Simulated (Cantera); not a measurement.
A Cantera script and what it prints.

```python
import numpy as np
import cantera as ct

gas_names = """
    H HNO HNO2 HNO3 HO2 H2 H2O H2O2 N NH NH2 NH3 NH2OH NO NO2 NO3 N2 N2H2 N2H4 N2O O OH O2 O3 Si SiH
    SiH2 SiH3 SiH4 SiN SiO SiO2 Si2 Si2N Si3
""".split()
cond_names = """
    H2O(s) H2O(L) Si(cr) Si(L) SiO2(Lqz) SiO2(hqz) SiO2(L) Si2N2O(s) Si3N4(a)
""".split()


# ... load() reads the species with a 1 bar reference pressure and builds the phases ...
atoms = {
    'Si': {'Si': 1},
    'N2O': {'N': 2, 'O': 1},
    'H2': {'H': 2},
}
top_T = {'Si2N2O(s)': 2100, 'Si3N4(a)': 2400}  # K; cautious upper limits of use, not melting points


# ... equilibrate(T, P, feed) seeds the gas with the atoms and calls Mixture.equilibrate('TP', solver="vcs", rtol=1e-11, max_steps=5000) ...
results = []
T = 1575  # K
P = 1000  # Pa
for m in [0.025, 0.094, 0.16, 0.23, 0.3, 0.37, 0.44, 0.51, 0.58, 0.65, 0.71]:
    feed = {'Si': 1, 'N2O': m, 'H2': 15}  # mol
    mix = equilibrate(T, P, feed)
    results.append((T, P, feed, dict(zip(mix.species_names, mix.species_moles))))

top = {s: max(r[3][s] / sum(r[3][g] for g in gas_names) for r in results) for s in gas_names}
cols = sorted((s for s in top if top[s] > 0.001), key=lambda s: -top[s])[:8]
seen = [c for c in cond_names if any(r[3].get(c, 0) > 1e-12 for r in results)]
print("log10 of partial pressures in bar; condensed amounts in mol")
print(f"{'n(N2O)':>10s}" + "".join(f"{s[:9]:>10s}" for s in cols + seen))
for T, P, feed, n in results:
    ng = sum(n[g] for g in gas_names)
    print(f"{feed['N2O']:10.4g}" + "".join(f"{np.log10(max(n[s] / ng * P / 1e5, 1e-99)):10.3f}" for s in cols)
          + "".join(f"{n.get(c, 0):10.4g}" for c in seen))
```

It prints:

```
log10 of partial pressures in bar; condensed amounts in mol
    n(N2O)        H2        N2       SiO    Si(cr) SiO2(hqz) Si2N2O(s)
     0.025    -2.002    -4.780    -4.780    0.9748         0         0
     0.094    -2.003    -4.512    -4.512    0.8583         0   0.04757
      0.16    -2.003    -4.512    -4.512    0.7263         0    0.1136
      0.23    -2.003    -4.512    -4.512    0.5863         0    0.1836
       0.3    -2.003    -4.512    -4.512    0.4463         0    0.2536
      0.37    -2.003    -4.512    -4.512    0.3063         0    0.3236
      0.44    -2.003    -4.512    -4.512    0.1663         0    0.3936
      0.51    -2.003    -4.512    -4.512   0.02627         0    0.4636
      0.58    -2.009    -3.981    -3.982         0         0    0.4201
      0.65    -2.017    -3.717    -3.717         0         0    0.3504
      0.71    -2.022    -3.591    -3.625         0   0.01478    0.3056
```

Cantera equilibrium calculation (NASA polynomials, part measured and part estimated; ideal gas, pure solids and liquids). Mutual solubility and eutectic melting of coexisting phases are not modelled. The tables hold silica as quartz up to 1696 K and as liquid above; real silica turns to tridymite and cristobalite and melts near 1996 K.
